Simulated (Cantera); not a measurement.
# Thermodynamics of chlorosilane synthesis and conversion, feed SiCl₄ + HCl + H₂

Input: 1 mol SiCl₄, 1.7 mol HCl, 4.5 mol H₂, at 1275 K.

Equilibrium computed with Cantera from the NASA thermochemical tables; the gas is ideal and each condensed phase is pure. Candidate condensed phases: Si; 19 gas species. The tables' values for SiCl₃ are old estimates; treat these amounts as uncertain. Rates play no part.

From 10000 Pa to 3000000 Pa nothing is condensed. The main Si-bearing gas is SiCl₄ throughout.

```
P (Pa)    x H₂  x HCl  x SiCl₄  x SiHCl₃   x SiCl₃   x SiCl₂  x SiH₂Cl₂
-------  -----  -----  -------  --------  --------  --------  ---------
10000    0.594  0.269    0.109   0.00974    0.0110   0.00721   0.000121
19000    0.600  0.262    0.114    0.0106   0.00860   0.00422   0.000135
36000    0.604  0.258    0.118    0.0112   0.00658   0.00239   0.000146
67000    0.607  0.255    0.120    0.0116   0.00499   0.00135   0.000154
130000   0.609  0.253    0.122    0.0119   0.00367  0.000718   0.000160
240000   0.610  0.252    0.123    0.0121   0.00274  0.000397   0.000163
450000   0.610  0.251    0.124    0.0122   0.00202  0.000215   0.000166
840000   0.611  0.250    0.125    0.0123   0.00149  0.000116   0.000168
1600000  0.611  0.250    0.125    0.0124   0.00109   6.14e-5   0.000169
3000000  0.612  0.250    0.125    0.0124  0.000797   3.29e-5   0.000170
```
x: gas mole fraction; nothing condenses.
